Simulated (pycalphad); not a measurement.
Computed with pycalphad from the COST 507 light-alloy database (1999), at 1 atm. The data set is of 1999 and partly superseded. Amounts are mole fractions of atoms.

Q: Give the equilibrium state of Mg-0.34Si-0.06Al (at.%) at 650 K.

A: hcp, fraction 0.990, with <0.01 Si, 0.06 Al at.%; MG2SI, fraction 0.010, with 33.3 Si, no Al at.%.

Database names, with the compositions (at.%) that they take in these runs: MG2SI: Mg 67 Si 33. An entry "none" or "no" means that the model of the phase leaves that element out.
